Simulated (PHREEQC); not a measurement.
Solution (20 °C): 4.2 mmol/kgw HCl, 0.11 mmol/kgw Li2SO4 and 0.44 mmol/kgw MnSO4. Closed to the air; pH follows from the charge balance.

Computed with PHREEQC (ion-association model, wateq4f.dat).

| Property | Result |
|---|---|
| pH | 2.42 |
| ionic strength | 0.00600 mol/kgw |
| total alkalinity | -4.20 meq/kg |

| species | molality | activity | log γ |
|---|---|---|---|
| Cl- | 0.00419 | 0.00386 | -0.036 |
| H+ | 0.00409 | 0.00380 | -0.032 |
| SO4-2 | 0.000424 | 0.000307 | -0.139 |
| Mn+2 | 0.000420 | 0.000307 | -0.136 |
| Li+ | 0.000220 | 0.000203 | -0.034 |
| HSO4- | 0.000111 | 0.000102 | -0.035 |
| MnSO4 | 1.52e-5 | 1.52e-5 | 0.001 |
| MnCl+ | 5.23e-6 | 4.83e-6 | -0.035 |
| LiSO4- | 2.96e-7 | 2.73e-7 | -0.035 |
| MnCl2 | 8.13e-9 | 8.14e-9 | 0.001 |

No solid was allowed to form.
